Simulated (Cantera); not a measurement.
Cantera run:

```python
import numpy as np
import cantera as ct

gas_names = [...]  # 109 gases of nasa_gas.yaml made of C, Cl, H, Si
cond_names = """
    C(gr) C6H6(L) C7H8(L) C8H18(L),n-octa Si(cr) Si(L) SiC(b)
""".split()


# ... load() reads the species with a 1 bar reference pressure and builds the phases ...
atoms = {
    'SiHCl3': {'Si': 1, 'H': 1, 'CL': 3},
    'C2H2': {'C': 2, 'H': 2},
    'H2': {'H': 2},
}
top_T = {'C(gr)': 4500, 'SiC(b)': 3050}  # K; cautious upper limits of use, not melting points


# ... equilibrate(T, P, feed) seeds the gas with the atoms and calls Mixture.equilibrate('TP', solver="vcs", rtol=1e-11, max_steps=5000) ...
results = []
feed = {'SiHCl3': 1, 'C2H2': 0.81, 'H2': 38}  # mol
P = 1000  # Pa
for T in [1223, 1373, 1523, 1673, 1823, 1973, 2123, 2273]:
    mix = equilibrate(T, P, feed)
    results.append((T, P, feed, dict(zip(mix.species_names, mix.species_moles))))

top = {s: max(r[3][s] / sum(r[3][g] for g in gas_names) for r in results) for s in gas_names}
cols = sorted((s for s in top if top[s] > 1e-06), key=lambda s: -top[s])[:6]
seen = [c for c in cond_names if any(r[3].get(c, 0) > 1e-12 for r in results)]
print("log10 of partial pressures in bar; condensed amounts in mol")
print(f"{'T/K':>10s}" + "".join(f"{s[:9]:>10s}" for s in cols + seen))
for T, P, feed, n in results:
    ng = sum(n[g] for g in gas_names)
    print(f"{T:10.4g}" + "".join(f"{np.log10(max(n[s] / ng * P / 1e5, 1e-99)):10.3f}" for s in cols)
          + "".join(f"{n.get(c, 0):10.4g}" for c in seen))
```

Output:

```
log10 of partial pressures in bar; condensed amounts in mol
       T/K        H2         H       HCL        Si        CL C2H2,acet     C(gr)    SiC(b)
      1223    -2.033    -7.539    -3.134   -14.206    -8.704    -8.838     0.617    0.9983
      1373    -2.033    -6.494    -3.135   -11.784    -7.677    -7.796    0.6212    0.9969
      1523    -2.033    -5.653    -3.136    -9.843    -6.851    -6.961    0.6246    0.9937
      1673    -2.034    -4.960    -3.138    -8.253    -6.172    -6.278    0.6267    0.9886
      1823    -2.035    -4.381    -3.142    -6.928    -5.605    -5.710    0.6232    0.9806
      1973    -2.039    -3.889    -3.150    -5.806    -5.126    -5.232    0.6079    0.9631
      2123    -2.050    -3.470    -3.166    -4.845    -4.721    -4.831    0.6036    0.8818
      2273    -2.076    -3.114    -3.203    -4.012    -4.382    -4.500    0.8367    0.3715
```

Equilibrium computed with Cantera from the NASA thermochemical tables; the gas is ideal and each condensed phase is pure. The tables' values for SiCl are old estimates; treat these amounts as uncertain. Gases not in the tables: Si2H6 and higher silanes.
